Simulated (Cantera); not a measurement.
Input (Python, Cantera) and output of one run.

```python
import numpy as np
import cantera as ct

gas_names = """
    F F2 H HF H2 H2F2 H3F3 H4F4 H5F5 H6F6 H7F7 Si SiF SiF2 SiF3 SiF4 SiH SiHF3 SiH2 SiH2F2 SiH3 SiH3F
    SiH4 Si2 Si3
""".split()
cond_names = """
    Si(cr) Si(L)
""".split()


# ... load() reads the species with a 1 bar reference pressure and builds the phases ...
atoms = {
    'Si': {'Si': 1},
    'F2': {'F': 2},
    'H2': {'H': 2},
}
top_T = {}  # K; cautious upper limits of use, not melting points


# ... equilibrate(T, P, feed) seeds the gas with the atoms and calls Mixture.equilibrate('TP', solver="vcs", rtol=1e-11, max_steps=5000) ...
results = []
feed = {'Si': 1, 'F2': 7.6, 'H2': 0.51}  # mol
T = 600  # K
P = 230  # Pa
mix = equilibrate(T, P, feed)
results.append((T, P, feed, dict(zip(mix.species_names, mix.species_moles))))
x = sorted(zip(gas.X, gas.species_names), reverse=True)
print(f"T = {T:g} K  P = {P:g} Pa  gas = {mix.phase_moles(0):.4g} mol")
print("   x: " + "  ".join(f"{s} {v:.3e}" for v, s in x if v > 1e-05))
print("   condensed (mol): " + ("  ".join(f"{mix.phase(i).name} {mix.phase_moles(i):.4g}"
      for i in range(1, mix.n_phases) if mix.phase_moles(i) > 1e-12) or "none"))
```

Result:

```
T = 600 K  P = 230 Pa  gas = 7.119 mol
   x: F2 7.138e-01  HF 1.433e-01  SiF4 1.405e-01  F 2.477e-03
   condensed (mol): none
```

Method: chemical equilibrium by Gibbs-energy minimisation in Cantera with the NASA 1993 tables (ideal gas, pure condensed phases).
